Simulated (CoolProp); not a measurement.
The numbers come from the reference Helmholtz-energy equation of state, Lemmon 2006 in CoolProp. It is a short technical equation, of lower accuracy than the large ones.

### Question
For neopentane, give the phase and the cv (kJ/(kg K)), Joule-Thomson coefficient (K/MPa), fugacity coefficient at 190.05 °C and 4.79 MPa.

### Answer
- 190.05 °C and 4.79 MPa: supercritical; cv 2.52, Joule-Thomson coefficient 9.00, fugacity coefficient 0.608
